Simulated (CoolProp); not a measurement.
Model: reference Helmholtz-energy equation of state, Younglove 1994, in CoolProp. It is a modified Benedict-Webb-Rubin equation, recast in Helmholtz form.

Q: Give the vapour pressure (kPa), liquid density (kg/m³), enthalpy of vaporisation (kJ/kg), surface tension (mN/m) of saturated R123 at 15.75, 112.65 °C.

A: 
```tsv
T (°C)	p (kPa)	liquid density (kg/m³)	enthalpy of vaporisation (kJ/kg)	surface tension (mN/m)
15.75	64.0	1490	175	16.3
112.65	1030	1200	126	5.62
```

Surface tension comes from a separate correlation (Mulero 2012).
